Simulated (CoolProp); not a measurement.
Vapour-liquid equilibrium of toluene (1) + m-xylene (2) at 271.25 °C; x and y are mole fractions of (1).

Computed with CoolProp (multi-fluid Helmholtz-energy mixture model, Lemmon 2006 and Zhou 2012; pair parameters Bell 2016).

```
x     bubble pressure (bar)  y at the bubble point  dew pressure at overall composition x (bar)  liquid density (mol/L)
----  ---------------------  ---------------------  -------------------------------------------  ----------------------
0.05                  14.05                  0.070                                        13.93                   5.594
0.15                  14.93                  0.200                                        14.58                   5.640
0.25                  15.85                  0.320                                        15.30                   5.685
0.35                  16.77                  0.431                                        16.08                   5.729
0.45                    ___                    ___                                        16.94                   5.772
0.55                    ___                  0.626                                          ___                   5.816
0.65                  19.52                  0.715                                        18.85                   5.862
0.75                  20.41                  0.799                                          ___                   5.910
0.85                  21.27                    ___                                          ___                   5.963
0.95                  22.11                  0.960                                        22.01                   6.021
```

**Question.** Some entries are withheld; supply them.

**Answer.** 
- 0.45, bubble pressure (bar): 17.70
- 0.45, y at the bubble point: 0.532
- 0.55, bubble pressure (bar): 18.61
- 0.55, dew pressure at overall composition x (bar): 17.87
- 0.75, dew pressure at overall composition x (bar): 19.89
- 0.85, y at the bubble point: 0.880
- 0.85, dew pressure at overall composition x (bar): 20.95

No azeotrope shows between x = 0.05 and 0.95.

The pair parameters rest on a limited set of measurements; away from them the model extrapolates.
